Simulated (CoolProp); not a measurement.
The numbers come from the reference Helmholtz-energy equation of state, Lemmon 2006 in CoolProp. It is a short technical equation, of lower accuracy than the large ones.

### Question
For carbon monoxide, give the phase and the Joule-Thomson coefficient (K/MPa) at 245.2 K and 0.477 MPa; 245.2 K and 0.636 MPa.

### Answer
- 245.2 K and 0.477 MPa: gas; Joule-Thomson coefficient 3.67
- 245.2 K and 0.636 MPa: gas; Joule-Thomson coefficient 3.65
